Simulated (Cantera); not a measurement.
Mixture: CH3OH : O2 : N2 : CO2 = 1 : 1.81 : 9.58 : 0.62 (molar parts), equivalence ratio 0.83, at 220000 Pa, adiabatic and at constant pressure. Ignition delay is the time to a rise of 400 K.

Model: GRI-Mech 3.0 (53 species, 325 reactions), integrated in Cantera. GRI-Mech 3.0 was tuned for natural gas; its chemistry of methanol as a main component is partial and can be far from experiment.

Task: Predict: delay at 1248 K; delay at 1298 K; delay at 1348 K; delay at 1398 K; delay at 1448 K; delay at 1498 K; delay at 1548 K; apparent activation energy between 1448 and 1548 K.

Result: 
```
Item                                                    Result
--------------------------------------------------  ----------
delay at 1248 K                                        2.61 ms
delay at 1298 K                                        1.28 ms
delay at 1348 K                                       0.674 ms
delay at 1398 K                                       0.378 ms
delay at 1448 K                                       0.225 ms
delay at 1498 K                                       0.140 ms
delay at 1548 K                                        91.8 µs
apparent activation energy between 1448 and 1548 K  170 kJ/mol
```
